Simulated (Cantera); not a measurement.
Feed: 1 mol SiC, 0.0026 mol H₂O, 27 mol N₂, 0.02 mol O₂, equilibrated at 1025 °C.

These are equilibrium values from Cantera (NASA tables, ideal gas, pure condensed phases), not measurements of a reactor. Candidate condensed phases: C, C₆H₆, C₇H₈, C₈H₁₈, H₂O, Si, SiC, SiO₂, Si₂N₂O, Si₃N₄; 151 gas species. N₂ is the only nitrogen source here; it is nearly inert below about 1500 K, so the nitride shown seldom forms there in practice. Mutual solubility and eutectic melting of coexisting phases are not modelled. Kinetics and transport are ignored.

x: gas mole fraction; n: condensed amount in mol.

```tsv
P (Pa)	x N₂	x CO	x SiO	x H₂	x H	x Si	n SiC(s)	n Si₂N₂O(s)	n C(graphite)	n Si₃N₄(s)
0.100	0.998	0.000790	?	9.10e-5	1.02e-5	4.38e-6	0.979	0	0	0
1.50	0.999	0.00100	?	9.48e-5	2.69e-6	1.12e-7	0.973	0.0115	0	0
22	0.999	0.00105	?	9.55e-5	7.06e-7	1.26e-9	0.972	0.0141	0	0
320	1.000	6.87e-5	?	9.76e-5	1.87e-7	3.55e-11	0	0.0408	0.998	0.306
4600	1.000	1.16e-5	?	9.76e-5	4.94e-8	<1e-12	0	0.0423	1.000	0.305
68000	1.000	1.93e-6	?	9.77e-5	1.28e-8	<1e-12	0	0.0425	1.000	0.305
1000000	1.000	3.21e-7	?	9.77e-5	3.35e-9	<1e-12	0	0.0426	1.000	0.305
```

Problem. Complete the blanks.

Solution. 
- 0.100, x SiO: 0.000785
- 1.50, x SiO: 0.000148
- 22, x SiO: 4.18e-6
- 320, x SiO: 4.81e-8
- 4600, x SiO: 1.38e-9
- 68000, x SiO: 3.79e-11
- 1000000, x SiO: 1.05e-12
